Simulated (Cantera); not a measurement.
Cantera run, input and output.

```python
import numpy as np
import cantera as ct

gas = ct.Solution("gri30.yaml")
gas.TPX = 1700, 1300, {'CH4': 0.013, 'H2': 1}
reactor = ct.IdealGasConstPressureReactor(gas, energy="off", clone=False)
net = ct.ReactorNet([reactor])
net.rtol, net.atol = 1e-08, 1e-18
show = ['CH4', 'H2', 'H', 'C2H4', 'CH3', 'C2H2', 'C2H6']
times = np.geomspace(7e-06, 1, 9)

steps = ct.SolutionArray(gas, extra=["t"])
rows = []
print(f"{'t/s':>10s}{'T/K':>9s}{'P/Pa':>11s}" + "".join(f"{s:>11s}" for s in show))
for t in times:
    while net.time < t:
        t_next = net.step()
        steps.append(gas.state, t=t_next)
    rows.append([np.interp(t, steps.t, y) for y in (steps.T, steps.P, *steps(*show).X.T)])
    print(f"{t:10.3e}{rows[-1][0]:9.1f}{rows[-1][1]:11.4g}" + "".join(f"{x:11.3e}" for x in rows[-1][2:]))
rate = np.gradient(steps.T, steps.t)
print("integrator steps:", len(steps.t))
if steps.T.max() > steps.T[0] + 200:
    print(f"time of steepest temperature rise: {steps.t[rate.argmax()]:.4e} s")
gas.TPX = 1700, 1300, {'CH4': 0.013, 'H2': 1}
gas.equilibrate("TP")
print(f"equilibrium (TP): T = {gas.T:.1f} K  " + "  ".join(f"{s} {gas[s].X[0]:.3e}" for s in show))
```

Result:

```
       t/s      T/K       P/Pa        CH4         H2          H       C2H4        CH3       C2H2       C2H6
 7.000e-06   1700.0       1300  1.283e-02  9.872e-01  2.567e-08  9.732e-18  2.305e-08  3.746e-22  1.473e-17
 3.086e-05   1700.0       1300  1.283e-02  9.872e-01  1.272e-07  1.343e-15  8.760e-08  1.958e-19  1.183e-15
 1.361e-04   1700.0       1300  1.283e-02  9.872e-01  6.740e-07  1.367e-13  2.732e-07  9.855e-17  6.856e-14
 6.000e-04   1700.0       1300  1.283e-02  9.872e-01  3.227e-06  8.475e-12  9.489e-07  2.817e-14  3.251e-12
 2.646e-03   1700.0       1300  1.283e-02  9.872e-01  1.449e-05  6.331e-10  3.917e-06  9.665e-12  1.524e-10
 1.167e-02   1700.0       1300  1.282e-02  9.871e-01  6.411e-05  4.930e-08  1.697e-05  4.392e-09  4.294e-09
 5.144e-02   1700.0       1300  1.275e-02  9.869e-01  2.787e-04  2.337e-06  7.305e-05  2.178e-06  6.961e-08
 2.268e-01   1700.0       1300  1.209e-02  9.865e-01  9.196e-04  1.265e-05  2.283e-04  2.363e-04  3.963e-07
 1.000e+00   1700.0       1300  8.387e-03  9.882e-01  1.158e-03  8.889e-06  1.990e-04  2.083e-03  2.569e-07
integrator steps: 500
equilibrium (TP): T = 1700.0 K  CH4 1.290e-04  H2 9.923e-01  H 1.296e-03  C2H4 3.905e-06  CH3 3.415e-06  C2H2 6.262e-03  C2H6 1.137e-10
```

Detailed kinetics in Cantera: GRI-Mech 3.0 (53 species, 325 reactions). GRI-Mech 3.0 stops at C3 and has no aromatics, soot or wall deposition, so with more carbon than oxygen in the feed, carbon stays in small species such as C2H2 where larger ones or solid carbon would form. Radical loss at walls, strong at low pressure, is not modelled.
